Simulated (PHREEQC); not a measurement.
1 kg of water holding 0.049 mol/kgw MgCl2 and 0.043 mol/kgw NaCl meets 20 L of dry gas (CO2 0.81, H2S 0.19 by moles) at fixed total pressure, at 25 °C; fugacities by Peng-Robinson. The gases take part in no redox reaction, some water evaporates into the gas, and hydrates or a liquid gas phase aren't modelled. Nothing may precipitate in this run.

Model: ion-association model, phreeqc.dat, run in PHREEQC.

```csv
P (atm),dissolved CO2 (all carbonate carbon) (mol/kgw),φ of CO2,p of CO2 (atm),dissolved H2S (mol/kgw),φ of H2S,p of H2S (atm),pH
1,0.0259,0.994,0.793,0.0148,0.992,0.175,3.88
2,0.0522,0.989,1.61,0.0298,0.984,0.356,3.73
3,0.0781,0.983,2.43,0.0446,0.977,0.537,3.64
5,0.129,0.973,4.07,0.0733,0.961,0.901,3.53
7.5,0.191,0.959,6.11,0.108,0.942,1.36,3.45
10,0.251,0.945,8.15,0.141,0.923,1.81,3.39
15,0.364,0.919,12.2,0.202,0.885,2.73,3.31
```
